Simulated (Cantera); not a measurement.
Feed: 1 mol Si, 27 mol HBr, 11 mol N₂, held at 180 Pa.

Equilibrium computed with Cantera from the NASA thermochemical tables; the gas is ideal and each condensed phase is pure. Candidate condensed phases: Br₂, Si, Si₃N₄; 28 gas species. The tables' values for SiBr₃, SiBr are old estimates; treat these amounts as uncertain. Rates play no part.

log p: log10 of the partial pressure in bar; nothing condenses.

| T (K) | log p HBr | log p N₂ | log p Br | log p H₂ | log p SiBr₂ | log p SiBr₄ | log p SiBr₃ |
|---|---|---|---|---|---|---|---|
| 1298 | -2.96 | -3.28 | -4.53 | -4.02 | -4.85 | -4.52 | -5.49 |
| 1323 | -2.96 | -3.28 | -4.41 | -4.03 | -4.72 | -4.60 | -5.45 |
| 1348 | -2.96 | -3.28 | -4.30 | -4.03 | -4.62 | -4.71 | -5.43 |
| 1373 | -2.97 | -3.29 | (withheld) | -4.02 | (withheld) | (withheld) | -5.43 |
| 1398 | -2.97 | -3.29 | -4.11 | -4.01 | -4.48 | -4.99 | -5.45 |
| 1423 | -2.98 | -3.29 | -4.03 | -3.99 | -4.44 | -5.16 | -5.50 |
| 1448 | -2.99 | -3.30 | -3.95 | -3.97 | -4.41 | -5.34 | -5.56 |
| 1473 | -3.00 | -3.30 | -3.88 | -3.94 | -4.39 | -5.54 | -5.62 |
| 1498 | -3.01 | -3.30 | (withheld) | -3.90 | -4.38 | (withheld) | -5.70 |
| 1523 | -3.02 | -3.30 | -3.76 | -3.87 | -4.37 | -5.95 | -5.78 |
| 1548 | -3.04 | -3.31 | -3.70 | -3.84 | -4.37 | -6.16 | -5.87 |
| 1573 | -3.05 | -3.31 | -3.65 | -3.81 | -4.37 | -6.37 | -5.95 |

**Question.** Fill in the missing entries.

**Answer.** 
- 1373, log p Br: -4.20
- 1373, log p SiBr₂: -4.54
- 1373, log p SiBr₄: -4.84
- 1498, log p Br: -3.82
- 1498, log p SiBr₄: -5.74
